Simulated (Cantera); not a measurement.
Thermodynamics of carbon deposition, reforming and gasification, feed toluene + NH3 + N2

Charge: 1 mol toluene, 0.21 mol NH3, 0.19 mol N2, equilibrated at 32.0 bar.

These are equilibrium values from Cantera (NASA tables, ideal gas, pure condensed phases), not measurements of a reactor. Candidate condensed phases: C, C6H6, C7H8, C8H18; 92 gas species. The ideal-gas law is rough above about 30 bar. Kinetics and transport are ignored.

```tsv
T (°C)	log p H2	log p CH4	log p N2	log p HCN	log p C2H2 (acetylene)	log p NH3	log p H	n C(graphite)
975	1.37	0.79	0.39	-3.03	-5.24	-1.57	-5.65	6.26
1050	1.40	0.64	0.36	-2.71	-4.68	-1.66	-5.10	6.45
1125	1.43	0.49	0.35	-2.42	-4.19	-1.75	-4.61	6.59
1200	1.44	0.35	0.34	-2.17	-3.75	-1.84	-4.18	6.70
1275	1.45	0.21	0.33	-1.94	-3.35	-1.93	-3.79	6.77
1350	1.46	0.08	0.32	-1.74	-3.00	-2.01	-3.43	6.83
1425	1.46	-0.03	0.32	-1.55	-2.68	-2.08	-3.11	6.86
1500	1.46	-0.14	0.32	-1.38	-2.39	-2.16	-2.81	6.89
1575	1.47	-0.25	0.31	-1.22	-2.12	-2.22	-2.54	6.91
1650	1.47	-0.34	0.31	-1.08	-1.88	-2.28	-2.29	6.92
1725	1.47	-0.43	0.30	-0.95	-1.65	-2.34	-2.06	6.92
1800	1.47	-0.51	0.30	-0.83	-1.44	-2.39	-1.85	6.92
1875	1.47	-0.59	0.29	-0.72	-1.25	-2.45	-1.65	6.92
```
log p: log10 of the partial pressure in bar; n: condensed amount in mol.

From 975 °C to 1875 °C the condensed part is C(graphite). The main C-bearing gas is CH4 throughout.
